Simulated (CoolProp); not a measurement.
A single-stage vapour-compression cycle with the fluid: evaporating at 211.15 K (dew point), condensing at 237.15 K (bubble point), superheat 10 K, subcooling 5 K, compressor efficiency 0.9, no pressure losses. The same conditions are run with several fluids, on thermodynamics alone (safety and materials aside).

Computed with CoolProp (reference Helmholtz-energy equation of state of each fluid (nitrous oxide: Lemmon 2006; R125: Lemmon 2005; ethylene: Smukala 2000; R22: Kamei 1995; chlorine: Thol 2021; R143a: Lemmon and Jacobsen 2000)).

```
fluid          cooling COP  pressure ratio  discharge temperature (K)  refrigerating effect (kJ/kg)  volumetric capacity (kJ/m³)
-------------  -----------  --------------  -------------------------  ----------------------------  ---------------------------
nitrous oxide         6.35            2.74                        ___                           314                         3140
R125                   ___             ___                      256.9                           155                          501
ethylene              6.17            2.33                      273.4                           369                         4430
R22                   6.64            3.78                      281.2                           229                          365
chlorine              6.35             ___                      318.3                           287                          273
R143a                 6.75            3.53                      263.4                           217                          483
```

Some entries are withheld; supply them.


- nitrous oxide, discharge temperature (K): 285.9
- R125, cooling COP: 6.77
- R125, pressure ratio: 3.65
- chlorine, pressure ratio: 3.79
